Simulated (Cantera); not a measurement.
## Ignition delay

Mixture: CH4 : O2 : N2 : CO2 = 1 : 2.63 : 9.89 : 0.93 (molar parts), at 9.87 atm, adiabatic and at constant volume. Ignition delay is the time to a rise of 400 K.

Detailed kinetics in Cantera: GRI-Mech 3.0 (53 species, 325 reactions).

```
T0 (K)  delay (ms)
------  ----------
1050          34.5
1100          16.3
1150          8.23
1200          4.35
1250          2.39
1300          1.35
1350         0.784
```

- apparent activation energy between 1250 and 1350 K = 160 kJ/mol
